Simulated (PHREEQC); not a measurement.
Consider water at 65 °C with 0.0052 mol FeCl3, 3.2e-05 mol MnSO4, 0.0067 mol ZnSO4 and 0.0012 mol CuSO4 per kg of water. Closed to the air; pH follows from the charge balance.

All values are PHREEQC results (ion-association model, wateq4f.dat), not measurements.

Question: The ionic strength comes out as 0.0354 mol/kgw. What activity coefficients do HSO4-, FeCl+2, FeSO4+, H+, CuCl+ get?

Answer: HSO4- 0.83, FeCl+2 0.48, FeSO4+ 0.83, H+ 0.86, CuCl+ 0.83.

Precipitation was switched off in this run. Examples of supersaturated solids here: Hematite (slow to form), Goethite (slow to form). Others may be too. Species that the database lacks are ignored. At this temperature some constants are extrapolated from 25 °C, and those without enthalpy data are left unchanged.
